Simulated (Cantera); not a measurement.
Cantera run:

```python
import numpy as np
import cantera as ct

gas_names = [...]  # 118 gases of nasa_gas.yaml made of C, Cl, F, H
cond_names = """
    C(gr) C6H6(L) C7H8(L) C8H18(L),n-octa
""".split()


# ... load() reads the species with a 1 bar reference pressure and builds the phases ...
atoms = {
    'CH3F': {'C': 1, 'H': 3, 'F': 1},
    'F2': {'F': 2},
    'H2': {'H': 2},
    'HCl': {'H': 1, 'CL': 1},
}
top_T = {'C(gr)': 4500}  # K; cautious upper limits of use, not melting points


# ... equilibrate(T, P, feed) seeds the gas with the atoms and calls Mixture.equilibrate('TP', solver="vcs", rtol=1e-11, max_steps=5000) ...
results = []
T = 1248.15  # K
P = 133.322  # Pa
for m in [0.072, 0.12, 0.18, 0.29, 0.47, 0.74, 1.2, 1.9, 3]:
    feed = {'CH3F': 1, 'F2': m, 'H2': 0.64, 'HCl': 0.63}  # mol
    mix = equilibrate(T, P, feed)
    results.append((T, P, feed, dict(zip(mix.species_names, mix.species_moles))))
    x = sorted(zip(gas.X, gas.species_names), reverse=True)
    print(f"T = {T:g} K  P = {P:g} Pa  n(F2) = {m:g} mol  gas = {mix.phase_moles(0):.4g} mol")
    print("   x: " + "  ".join(f"{s} {v:.3e}" for v, s in x if v > 1e-05))
    print("   condensed (mol): " + ("  ".join(f"{mix.phase(i).name} {mix.phase_moles(i):.4g}"
          for i in range(1, mix.n_phases) if mix.phase_moles(i) > 1e-12) or "none"))
```

Output:

```
T = 1248.15 K  P = 133.322 Pa  n(F2) = 0.072 mol  gas = 3.342 mol
   x: H2 4.692e-01  HF 3.423e-01  HCL 1.885e-01
   condensed (mol): C(gr) 1
T = 1248.15 K  P = 133.322 Pa  n(F2) = 0.12 mol  gas = 3.39 mol
   x: H2 4.484e-01  HF 3.658e-01  HCL 1.858e-01
   condensed (mol): C(gr) 1
T = 1248.15 K  P = 133.322 Pa  n(F2) = 0.18 mol  gas = 3.45 mol
   x: H2 4.232e-01  HF 3.942e-01  HCL 1.826e-01
   condensed (mol): C(gr) 1
T = 1248.15 K  P = 133.322 Pa  n(F2) = 0.29 mol  gas = 3.56 mol
   x: HF 4.438e-01  H2 3.792e-01  HCL 1.770e-01
   condensed (mol): C(gr) 1
T = 1248.15 K  P = 133.322 Pa  n(F2) = 0.47 mol  gas = 3.74 mol
   x: HF 5.187e-01  H2 3.128e-01  HCL 1.684e-01
   condensed (mol): C(gr) 1
T = 1248.15 K  P = 133.322 Pa  n(F2) = 0.74 mol  gas = 4.01 mol
   x: HF 6.185e-01  H2 2.244e-01  HCL 1.571e-01
   condensed (mol): C(gr) 1
T = 1248.15 K  P = 133.322 Pa  n(F2) = 1.2 mol  gas = 4.47 mol
   x: HF 7.606e-01  HCL 1.409e-01  H2 9.843e-02
   condensed (mol): C(gr) 1
T = 1248.15 K  P = 133.322 Pa  n(F2) = 1.9 mol  gas = 5.126 mol
   x: HF 8.670e-01  HCL 9.082e-02  CL 1.772e-02  CF4 1.725e-02  CL2 7.121e-03  CCLF3 1.186e-04
   condensed (mol): C(gr) 0.911
T = 1248.15 K  P = 133.322 Pa  n(F2) = 3 mol  gas = 5.716 mol
   x: HF 7.935e-01  CF4 1.073e-01  HCL 6.551e-02  CL 2.205e-02  CL2 1.103e-02  CCLF3 5.817e-04
   condensed (mol): C(gr) 0.383
```

These are equilibrium values from Cantera (NASA tables, ideal gas, pure condensed phases), not measurements of a reactor. Gases not in the tables: C2F6 and larger saturated fluorocarbons.
